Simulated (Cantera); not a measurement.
Charge: 1 mol BF₃, 0.057 mol O₂, held at 0.140 bar.

Equilibrium computed with Cantera from the NASA thermochemical tables; the gas is ideal and each condensed phase is pure. Candidate condensed phases: B, B₂O₃; 21 gas species. The numbers say what is thermodynamically allowed, not how fast it happens. All values below are at 1050 K.

Base state: BF₃ 0.946, O₂ 0.0539 (mole fractions); condensed: gas only.

Question: What changes in the equilibrium state with this change: BF₃ replaced by B₂H₆?

Answer: 
```tsv
species	before	after
H₂	0	0.998
B₃O₃H₃	0	0.00237
BF₃	0.946	0
O₂	0.0539	<1e-9
B(s), mol	0	1.92
B₂O₃(l), mol	0	0.0309
```
The feed counts by its element totals alone. Mutual solubility and eutectic melting of coexisting phases are not modelled. Further candidate phases: B₃O₃H₃, H₂O.
